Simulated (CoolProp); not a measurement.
The fluid at 298.15 K and 0.233 MPa (liquid) is heated at constant pressure to 401.5 K. The same conditions are run with several fluids, on thermodynamics alone (safety and materials aside).

The numbers come from the reference Helmholtz-energy equation of state of each fluid (R1336mzz(Z): McLinden 2020; R113: Marx 1992; methanol: de Reuck 1993; ethanol: Schroeder 2014; R11: Jacobsen 1992) in CoolProp.

### Question
Rank R1336mzz(Z), R113, methanol, ethanol, R11 by heat (kJ/kg), highest first.

### Answer
methanol (1330), ethanol (1070), R1336mzz(Z) (264), R11 (244), R113 (222)

```csv
fluid,final density (kg/m³)
R1336mzz(Z),12.0
R113,13.7
methanol,2.31
ethanol,3.35
R11,9.89
```
